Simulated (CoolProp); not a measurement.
A closed Brayton cycle with carbon dioxide: compressor inlet 323.15 K and 8.1 MPa, high pressure 27.2 MPa, turbine inlet 670 K, compressor efficiency 0.85, turbine efficiency 0.9, recuperator effectiveness 0.95 (on enthalpy, no pinch check). Each further row changes one setting.

Model: reference Helmholtz-energy equation of state, Span 1996, in CoolProp.

| case | thermal efficiency (%) | net work (kJ/kg) | compressor to turbine work | compressor exit (K) | turbine exit (K) |
|---|---|---|---|---|---|
| as stated | 26.5 | 56.2 | 0.54 | 424.8 | 542.0 |
| turbine inlet 620 K | 22.4 | 44.1 | [?] | 424.8 | 496.8 |
| compressor inlet 333.15 K | 23.9 | 48.2 | [?] | [?] | 542.0 |
| high pressure 23.1 MPa | 27.3 | 52.7 | [?] | [?] | 558.9 |
| recuperator effectiveness 0.5 | 20.6 | 56.2 | 0.54 | 424.8 | 542.0 |

Question: Fill in the missing entries.

Answer: 
- turbine inlet 620 K, compressor to turbine work: 0.59
- compressor inlet 333.15 K, compressor to turbine work: 0.60
- compressor inlet 333.15 K, compressor exit (K): 442.7
- high pressure 23.1 MPa, compressor to turbine work: 0.51
- high pressure 23.1 MPa, compressor exit (K): 410.7
